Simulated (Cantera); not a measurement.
Input: 1 mol SiHCl3, a varied amount of NH3, at 1725 K and 1.20 Torr.

Equilibrium computed with Cantera from the NASA thermochemical tables; the gas is ideal and each condensed phase is pure. Candidate condensed phases: NH4Cl, Si, Si3N4; 28 gas species. Gases not in the tables: Si2H6 and higher silanes. The numbers say what is thermodynamically allowed, not how fast it happens.

Which condensed phases are stable at each of these points (n(NH3) (mol)): 1.1, 1.6, 2.1, 2.9, 3.9, 5.3, 7.3, 9.9?


```json
[
 {"n(NH3) (mol)": "1.1", "condensed phases": "gas only", "Si condensed (%)": "0.0"},
 {"n(NH3) (mol)": "1.6", "condensed phases": "gas only", "Si condensed (%)": "0.0"},
 {"n(NH3) (mol)": "2.1", "condensed phases": "gas only", "Si condensed (%)": "0.0"},
 {"n(NH3) (mol)": "2.9", "condensed phases": "Si(l)", "Si condensed (%)": "3.9"},
 {"n(NH3) (mol)": "3.9", "condensed phases": "Si(l)", "Si condensed (%)": "10.1"},
 {"n(NH3) (mol)": "5.3", "condensed phases": "Si(l)", "Si condensed (%)": "16.9"},
 {"n(NH3) (mol)": "7.3", "condensed phases": "Si(l)", "Si condensed (%)": "24.4"},
 {"n(NH3) (mol)": "9.9", "condensed phases": "Si(l)", "Si condensed (%)": "31.7"}
]
```

From 1.1 mol NH3 to 2.1 mol NH3 nothing is condensed. From 2.9 mol NH3 to 9.9 mol NH3 the condensed part is Si(l).
